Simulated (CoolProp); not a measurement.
A single-stage vapour-compression cycle with R407C: evaporating at 266.15 K (dew point), condensing at 327.15 K (bubble point), superheat 8 K, subcooling 0 K, compressor efficiency 0.8, no pressure losses. Each further row changes one setting.

Computed with CoolProp (reference Helmholtz-energy equation of state, Lemmon 2003). It is a pseudo-pure fit of the blend.

```
case                              cooling COP  pressure ratio  discharge temperature (K)  refrigerating effect (kJ/kg)  volumetric capacity (kJ/m³)
--------------------------------  -----------  --------------  -------------------------  ----------------------------  ---------------------------
as stated                                2.09            6.78                      367.6                           129                         1900
evaporating temperature 271.15 K         2.37            5.65                      364.8                           132                         2320
condensing temperature 322.15 K          2.38            6.05                      361.4                           138                         2030
subcooling 5 K                           2.24            6.78                      367.6                           138                         2040
superheat 18 K                           2.12            6.78                      378.1                           138                         1940
compressor efficiency 0.7                1.83            6.78                      375.1                           129                         1900
```
